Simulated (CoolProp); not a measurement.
Properties of R1234ze(E) along the isobar 480 kPa.

Values from CoolProp's reference Helmholtz-energy equation of state, Thol 2016.

```json
[
 {"T (K)": "290.9", "phase": "liquid", "cp (kJ/(kg K))": "1.362", "cv (kJ/(kg K))": "0.9080", "conductivity (mW/(m K))": "76.8"},
 {"T (K)": "305.2", "phase": "gas", "cp (kJ/(kg K))": "0.9705", "cv (kJ/(kg K))": "0.8427", "conductivity (mW/(m K))": "14.2"},
 {"T (K)": "319.6", "phase": "gas", "cp (kJ/(kg K))": "0.9755", "cv (kJ/(kg K))": "0.8595", "conductivity (mW/(m K))": "15.4"},
 {"T (K)": "333.9", "phase": "gas", "cp (kJ/(kg K))": "0.9847", "cv (kJ/(kg K))": "0.8768", "conductivity (mW/(m K))": "16.7"},
 {"T (K)": "348.3", "phase": "gas", "cp (kJ/(kg K))": "0.9967", "cv (kJ/(kg K))": "0.8949", "conductivity (mW/(m K))": "17.9"},
 {"T (K)": "362.6", "phase": "gas", "cp (kJ/(kg K))": "1.011", "cv (kJ/(kg K))": "0.9134", "conductivity (mW/(m K))": "19.1"},
 {"T (K)": "377", "phase": "gas", "cp (kJ/(kg K))": "1.026", "cv (kJ/(kg K))": "0.9322", "conductivity (mW/(m K))": "20.4"},
 {"T (K)": "391.3", "phase": "gas", "cp (kJ/(kg K))": "1.042", "cv (kJ/(kg K))": "0.9512", "conductivity (mW/(m K))": "21.6"},
 {"T (K)": "405.7", "phase": "gas", "cp (kJ/(kg K))": "1.059", "cv (kJ/(kg K))": "0.9703", "conductivity (mW/(m K))": "22.8"},
 {"T (K)": "420", "phase": "gas", "cp (kJ/(kg K))": "1.076", "cv (kJ/(kg K))": "0.9893", "conductivity (mW/(m K))": "24.0"}
]
```

Thermal conductivity comes from a separate model (Perkins 2011).
